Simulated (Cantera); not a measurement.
Ignition delay

Mixture: 36.8 % H2, 10.8 % O2, 49.6 % N2, 2.83 % H2O, equivalence ratio 1.7, at 1.28 atm, adiabatic and at constant pressure. Ignition delay is the time to a rise of 400 K.

Cantera simulation using the H2/O2 subset of GRI-Mech 3.0, which has no nitrogen chemistry; the numbers are that mechanism's predictions, not measurements. Below about 950 K walls govern HO2 and H2O2 in real vessels. Where the delays flatten at high temperature, the 400 K rule measures the pace of heat release, not the induction time.

| T0 (K) | delay (ms) |
|---|---|
| 850 | 1570 |
| 950 | 43.1 |
| 1050 | 0.221 |
| 1150 | 0.0660 |
| 1250 | 0.0357 |
| 1350 | 0.0235 |
| 1450 | 0.0176 |
| 1550 | 0.0147 |
